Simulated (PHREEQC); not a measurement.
Solution (25 °C): 1.1 mmol/kgw CuCl2 and 5.9 mmol/kgw FeCl3. Closed to the air; pH follows from the charge balance.

Computed with PHREEQC (ion-association model, phreeqc.dat).

**Question.** The ionic strength comes out as 0.0323 mol/kgw. What activity coefficients do FeCl+2, Fe3(OH)4+5, FeCl2+, Cl-, H+ get?

**Answer.** FeCl+2 0.52, Fe3(OH)4+5 0.015, FeCl2+ 0.85, Cl- 0.84, H+ 0.87.

Precipitation was switched off in this run. Examples of supersaturated solids here: Hematite (slow to form), Goethite (slow to form). Others may be too. Species that the database lacks are ignored.
